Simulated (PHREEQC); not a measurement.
Consider water at 25 °C with 2.3 mmol/kgw MgCl2 and 0.29 mmol/kgw NaF. Closed to the air; pH follows from the charge balance.

The numbers come from PHREEQC with the ion-association model, wateq4f.dat.

This is a speciation only: nothing precipitates in the calculation.

Problem. What pH does the model give?

Solution. pH 6.96.

Problem. In which forms is Mg present?

Solution. Mg+2 99 %, MgF+ 1.2 % of the Mg.
